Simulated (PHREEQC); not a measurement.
A solution holds 9e-05 mol/kgw Ag2SO4, 0.21 mol/kgw KBr and 0.37 mol/kgw Na2SO4, at 25 °C. Closed to the air; pH follows from the charge balance.

Equilibrium calculation in PHREEQC: ion-association model, wateq4f.dat.

### Question
The ionic strength comes out as 1.02 mol/kgw. What activity coefficients do SO4-2, Br-, AgBr3-2, KSO4-, K+ get?

### Answer
SO4-2 0.15, Br- 0.79, AgBr3-2 0.40, KSO4- 0.65, K+ 0.60.

Precipitation was switched off in this run. Examples of supersaturated solids here: Bromyrite. Others may be too. Ionic strength above about 0.7 mol/kgw puts this run outside the model's range.
